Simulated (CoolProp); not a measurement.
o-xylene at several states: Z from the reference equation and from simpler models built on Tc = 630.3 K, pc = 37.37 bar, ω = 0.312; each cubic takes its own stable root.

Model: reference Helmholtz-energy equation of state, Zhou 2012, in CoolProp.

```tsv
T (K)	p (bar)	phase	reference	van der Waals	Soave-Redlich-Kwong
567.9	224	liquid	0.7492	?	0.8270
431.7	0.23	gas	0.9909	0.9956	0.9931
294.6	0.275	liquid	0.001356	0.9876	0.001549
364	27.9	liquid	?	0.2036	0.1344
353.2	32.4	liquid	?	?	0.1591
```

### Question
Complete the blanks.

### Answer

- 567.9, van der Waals: 1.118
- 364, reference: 0.1191
- 353.2, reference: 0.1408
- 353.2, van der Waals: 0.2408

At some of these states van der Waals gives the other phase, because its saturation line lies elsewhere.
